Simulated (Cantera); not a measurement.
**Adiabatic ignition**

An adiabatic, constant-volume homogeneous reactor starts with 4.94 % CO, 3.41 % H2, 1.19 % CH4, 4.45 % O2, 86.0 % N2, equivalence ratio 1.5, at 1075 K and 97000 Pa.

Cantera simulation using GRI-Mech 3.0 (53 species, 325 reactions); the numbers are that mechanism's predictions, not measurements.

```json
[
 {"t (s)": "3.00e-6", "T (K)": "1075", "P (bar)": "0.970", "x CO": "0.0494", "x H2": "0.0341", "x CH4": "0.0119", "x H": "2.71e-11", "x HCN": "<1e-12", "x CH2O": "<1e-12"},
 {"t (s)": "1.02e-5", "T (K)": "1075", "P (bar)": "0.970", "x CO": "0.0494", "x H2": "0.0341", "x CH4": "0.0119", "x H": "1.23e-10", "x HCN": "<1e-12", "x CH2O": "<1e-12"},
 {"t (s)": "3.45e-5", "T (K)": "1075", "P (bar)": "0.970", "x CO": "0.0494", "x H2": "0.0341", "x CH4": "0.0119", "x H": "4.64e-10", "x HCN": "<1e-12", "x CH2O": "<1e-12"},
 {"t (s)": "0.000117", "T (K)": "1075", "P (bar)": "0.970", "x CO": "0.0494", "x H2": "0.0341", "x CH4": "0.0119", "x H": "1.87e-9", "x HCN": "<1e-12", "x CH2O": "2.53e-11"},
 {"t (s)": "0.000396", "T (K)": "1075", "P (bar)": "0.970", "x CO": "0.0494", "x H2": "0.0341", "x CH4": "0.0119", "x H": "3.55e-8", "x HCN": "<1e-12", "x CH2O": "1.63e-9"},
 {"t (s)": "0.00134", "T (K)": "1084", "P (bar)": "0.978", "x CO": "0.0494", "x H2": "0.0337", "x CH4": "0.0114", "x H": "2.33e-5", "x HCN": "4.01e-12", "x CH2O": "9.51e-5"},
 {"t (s)": "0.00455", "T (K)": "1787", "P (bar)": "1.58", "x CO": "0.0307", "x H2": "0.0117", "x CH4": "<1e-12", "x H": "0.00317", "x HCN": "1.22e-11", "x CH2O": "3.61e-10"},
 {"t (s)": "0.0154", "T (K)": "1825", "P (bar)": "1.61", "x CO": "0.0310", "x H2": "0.0118", "x CH4": "<1e-12", "x H": "0.000161", "x HCN": "6.39e-10", "x CH2O": "2.51e-10"},
 {"t (s)": "0.0522", "T (K)": "1826", "P (bar)": "1.61", "x CO": "0.0311", "x H2": "0.0118", "x CH4": "<1e-12", "x H": "4.86e-5", "x HCN": "4.28e-9", "x CH2O": "2.46e-10"},
 {"t (s)": "0.177", "T (K)": "1827", "P (bar)": "1.61", "x CO": "0.0311", "x H2": "0.0119", "x CH4": "<1e-12", "x H": "3.86e-5", "x HCN": "1.48e-8", "x CH2O": "2.46e-10"},
 {"t (s)": "0.600", "T (K)": "1827", "P (bar)": "1.61", "x CO": "0.0311", "x H2": "0.0118", "x CH4": "<1e-12", "x H": "3.86e-5", "x HCN": "1.75e-8", "x CH2O": "2.46e-10"}
]
```
x: mole fraction; the columns are a selection and need not sum to one.

| Item | Value |
|---|---|
| time of steepest temperature rise | 3.91 ms |
| temperature at 0.600 s | 1827 K |
| equilibrium temperature | 1827 K |
| x(CO) at 0.600 s | 0.0311 (gas-phase equilibrium 0.0311) |
| x(H2) at 0.600 s | 0.0118 (gas-phase equilibrium 0.0118) |
| x(CH4) at 0.600 s | <1e-12 (gas-phase equilibrium <1e-12) |
